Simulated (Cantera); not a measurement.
**Thermodynamics of halide evaporation, hydrolysis and transport, feed SrCl2 + HCl + H2**

Input: 1 mol SrCl2, 1.1 mol HCl, 160 mol H2, held at 0.0800 bar.

These are equilibrium values from Cantera (NASA tables, ideal gas, pure condensed phases), not measurements of a reactor. Candidate condensed phases: Sr, SrCl2; 8 gas species. Kinetics and transport are ignored.

```tsv
T (K)	x H2	x HCl	x SrCl2	x H	x SrCl	x Cl	x Sr	n SrCl2(s)	n SrCl2(l)
1048	0.993	0.00683	1.55e-7	2.72e-8	<1e-12	1.71e-10	<1e-12	1.000	0
1098	0.993	0.00683	8.43e-7	8.71e-8	<1e-12	5.37e-10	<1e-12	1.000	0
1148	0.993	0.00683	3.89e-6	2.52e-7	2.81e-12	1.53e-9	<1e-12	0	0.999
1198	0.993	0.00683	1.46e-5	6.70e-7	3.18e-11	4.00e-9	<1e-12	0	0.998
1248	0.993	0.00683	4.87e-5	1.65e-6	2.94e-10	9.68e-9	<1e-12	0	0.992
1298	0.993	0.00683	0.000147	3.78e-6	2.26e-9	2.19e-8	<1e-12	0	0.976
1348	0.993	0.00683	0.000405	8.15e-6	1.49e-8	4.67e-8	1.07e-11	0	0.935
1398	0.992	0.00682	0.00103	1.67e-5	8.47e-8	9.44e-8	1.13e-10	0	0.834
1448	0.991	0.00681	0.00244	3.24e-5	4.25e-7	1.82e-7	1.02e-9	0	0.606
1498	0.988	0.00679	0.00542	6.04e-5	1.90e-6	3.35e-7	7.81e-9	0	0.122
1548	0.987	0.00679	0.00616	0.000108	4.16e-6	5.94e-7	2.83e-8	0	0
```
x: gas mole fraction; n: condensed amount in mol.

From 1048 K to 1098 K the condensed part is SrCl2(s). From 1148 K to 1498 K the condensed part is SrCl2(l). At 1548 K nothing is condensed. The main Sr-bearing gas is SrCl2 throughout.
